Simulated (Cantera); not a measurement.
**Equilibrium for iron carbonyl, mercury and lead vapours: Fe(CO)5 + N2**

Charge: 1 mol Fe(CO)5, a varied amount of N2, at 0.910 bar.

Equilibrium computed with Cantera from the NASA thermochemical tables; the gas is ideal and each condensed phase is pure. Candidate condensed phases: C, Fe, Fe(CO)5, FeO, Fe2O3, Fe3O4; 27 gas species. Iron dissolves carbon and melts from about 1420 K in contact with it, which pure phases cannot show. Condensed phases not in the tables: cementite and carbon dissolved in iron. The numbers say what is thermodynamically allowed, not how fast it happens.

Stable condensed phases:

```
T in K \ n(N2) in mol
         2.1 2.6 3.2 3.9 4.7 5.8 7.1 8.6  11  13  16
   1623    A   A   A   A   A   A   B   B   B   B   B
   1573    A   A   A   A   A   A   A   A   A   B   B
   1523    A   A   A   A   A   A   A   A   A   A   A
   1473    A   A   A   A   A   A   A   A   A   A   A
   1423    A   A   A   A   A   A   A   A   A   A   A
   1373    A   A   A   A   A   A   A   A   A   A   A
   1323    A   A   A   A   A   A   A   A   A   A   A
   1273    A   A   A   A   A   A   A   A   A   A   A
   1223    A   A   A   A   A   A   A   A   A   A   A
   1173    A   A   A   A   A   A   A   A   A   A   A
   1123    A   A   A   A   A   A   A   A   A   A   A
   1073    A   A   A   A   A   A   A   A   A   A   A
```

A: C + Fe; B: Fe.
